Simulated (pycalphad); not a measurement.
CALPHAD calculation (pycalphad, COST 507 light-alloy database (1999)), 1 atm. No gas phase is included, though pure Al would boil below 2777 °C. The data set is of 1999 and partly superseded. Diffusion is slow at the low end, where real alloys seldom reach equilibrium.

Problem. How does the equilibrium phase assembly of Al-9.205C (wt.%) change on cooling from 2777 °C to 227 °C?

Solution. 
```
T (°C)    phases above    phases below
------  --------------  --------------
2136.3          LIQUID  AL4C3 + LIQUID
660.3   AL4C3 + LIQUID  AL4C3 + FCC_A1
```
Changes were sought between steps of 50 K, so a narrower field can be missed.

Database names, with the compositions (at.%) that they take in these runs: AL4C3: Al 57 C 43. FCC_A1 is fcc.
